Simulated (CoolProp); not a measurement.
Chlorine at several states: Z from the reference equation and from simpler models built on Tc = 416.9 K, pc = 7.642 MPa, ω = 0.070; each cubic takes its own stable root.

Computed with CoolProp (reference Helmholtz-energy equation of state, Thol 2021).

```tsv
T (K)	p (MPa)	phase	reference
301	20	liquid	0.3948
313.7	0.2	gas	0.9787
196.2	0.206	liquid	0.005329
```

Problem. How far does each simpler model (Redlich-Kwong, Soave-Redlich-Kwong, Peng-Robinson) lie from the reference over these 3 states: mean and median of the absolute difference, and the worst?

Solution. 
- Redlich-Kwong: mean 5.4 %, median 7.5 %, worst +8.5 % at 196.2 K and 0.206 MPa
- Soave-Redlich-Kwong: mean 5.5 %, median 7.2 %, worst +9.2 % at 196.2 K and 0.206 MPa
- Peng-Robinson: mean 2.6 %, median 2.9 %, worst -4.8 % at 301 K and 20 MPa
